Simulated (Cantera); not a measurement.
Charge: 1 mol borazine, 7.5 mol O2, at 1900 °C and 0.570 bar.

Method: chemical equilibrium by Gibbs-energy minimisation in Cantera with the NASA 1993 tables (ideal gas, pure condensed phases). Candidate condensed phases: B, BN, B2O3, B3O3H3, H2O; 39 gas species. The feed counts by its element totals alone. Kinetics and transport are ignored.

Base state: O2 0.373, HBO2 0.223, H2O 0.190, N2 0.149, B2O3 0.0354, BO2 0.0116, OH 0.00816, NO 0.00689 (mole fractions); condensed: gas only.

### Question
What changes in the equilibrium state with this change: temperature from 1900 °C to 577 °C?

### Answer
```tsv
species	before	after
O2	0.373	0.457
H2O	0.190	0.350
N2	0.149	0.183
HBO2	0.223	4.93e-7
B2O3	0.0354	<1e-9
BO2	0.0116	<1e-9
(HBO2)3	2.08e-6	0.0103
O	0.00184	<1e-9
OH	0.00816	9.58e-9
H2	0.000395	<1e-9
H	0.000127	<1e-9
BO	1.80e-5	<1e-9
B2O3(l), mol	0	1.37
```
Gases not in the tables: H3BO3.
